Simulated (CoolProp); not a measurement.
Diethyl ether along the isotherm 133.75 °C: density (kg/m³) from the reference equation and from simpler models built on Tc = 194.7 °C, pc = 3.717 MPa, ω = 0.282; each cubic takes its own stable root.

Model: reference Helmholtz-energy equation of state, Thol 2014, in CoolProp.

```csv
p (MPa),phase,reference,van der Waals,Soave-Redlich-Kwong
1.16,gas,32.47,29.86,31.70
2.32,liquid,558.1,335.0,490.5
3.48,liquid,564.6,349.9,500.6
4.65,liquid,570.4,360.9,509.4
5.81,liquid,575.5,369.6,517.2
6.97,liquid,580.3,376.9,524.3
8.13,liquid,584.6,383.2,530.8
9.29,liquid,588.7,388.8,536.8
```
